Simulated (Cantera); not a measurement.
Feed: 1 mol CO2, 3.2 mol H2O, 0.26 mol N2, held at 2800 °C and 1.00 Torr.

Method: chemical equilibrium by Gibbs-energy minimisation in Cantera with the NASA 1993 tables (ideal gas, pure condensed phases). Equilibrium is a limit: real reactors are often held back by kinetics, nucleation or transport.

```csv
species,before,after
H,0.525,0.537
O,0.337,0.350
CO,0.0862,0.0847
OH,0.0101,0.00222
N2,0.0217,0.0214
H2O,0.000520,1.93e-5
CO2,0.000623,0.000101
O2,0.00725,0.00131
N,8.90e-5,0.000474
H2,0.00952,0.00200
NO,0.00161,0.000928
```
Gas species are given as mole fractions.

### Question
Which change was made?
(A) temperature from 2800 °C to 1377 °C
(B) temperature from 2800 °C to 2675 °C
(C) temperature from 2800 °C to 3100 °C
(D) temperature from 2800 °C to 400 °C

### Answer
C, temperature from 2800 °C to 3100 °C
